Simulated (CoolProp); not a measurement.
Properties of sulfur hexafluoride along the isotherm 87.15 °C (Tc = 45.6 °C, pc = 37.55 bar, ω = 0.210).

Model: reference Helmholtz-energy equation of state, Guder 2009, in CoolProp.

| p (bar) | phase | cv (kJ/(kg K)) | speed of sound (m/s) |
|---|---|---|---|
| 15.6 | gas | 0.7073 | 137.1 |
| 31.3 | gas | 0.7222 | 124.1 |
| 46.9 | supercritical | 0.7416 | 111.4 |
| 62.6 | supercritical | 0.7606 | 105.8 |
| 78.2 | supercritical | 0.7606 | 122.3 |
| 93.9 | supercritical | 0.7526 | 151.2 |
| 110 | supercritical | 0.7466 | 179.6 |
| 125 | supercritical | 0.7430 | 203.0 |
| 141 | supercritical | 0.7403 | 225.2 |
| 156 | supercritical | 0.7385 | 243.9 |
| 172 | supercritical | 0.7372 | 262.2 |
| 188 | supercritical | 0.7362 | 279.0 |
